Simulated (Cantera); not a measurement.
Charge: 1 mol Si, 3.4 mol NF3, equilibrated at 1350 K and 0.000170 bar.

These are equilibrium values from Cantera (NASA tables, ideal gas, pure condensed phases), not measurements of a reactor. Candidate condensed phases: Si, Si3N4; 16 gas species. Kinetics and transport are ignored.

Base state: F 0.697, N2 0.191, SiF4 0.112, F2 4.90e-5 (mole fractions); condensed: gas only.

What changes in the equilibrium state with this change: NF3 from 3.4 to 1.4 mol?


```csv
species,before,after
SiF4,0.112,0.526
N2,0.191,0.368
F,0.697,0.105
F2,4.90e-5,1.12e-6
```
